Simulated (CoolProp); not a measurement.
Properties of octamethylcyclotetrasiloxane (D4) along the isotherm 273.55 °C (Tc = 313.4 °C, pc = 1347 kPa, ω = 0.598).

The numbers come from the reference Helmholtz-energy equation of state, Thol 2015 in CoolProp.

```csv
p (kPa),phase,isothermal compressibility (1/MPa),expansivity (1/kK),fugacity coefficient
48.1,gas,21.15,1.947,0.9837
96.2,gas,10.77,2.076,0.9674
144,gas,7.334,2.219,(withheld)
192,gas,5.618,(withheld),0.9351
241,gas,4.582,2.563,0.9186
289,gas,3.918,(withheld),0.9025
337,gas,3.455,3.001,0.8864
385,gas,3.118,3.271,(withheld)
433,gas,2.869,3.587,0.8543
481,gas,2.685,3.964,0.8382
529,gas,2.552,(withheld),0.8220
577,gas,2.464,4.988,0.8058
625,gas,2.419,5.716,0.7895
674,gas,(withheld),(withheld),0.7726
```

Complete the blanks.


- 144, fugacity coefficient: 0.9512
- 192, expansivity (1/kK): 2.379
- 289, expansivity (1/kK): 2.767
- 385, fugacity coefficient: 0.8704
- 529, expansivity (1/kK): 4.420
- 674, isothermal compressibility (1/MPa): 2.424
- 674, expansivity (1/kK): 6.716
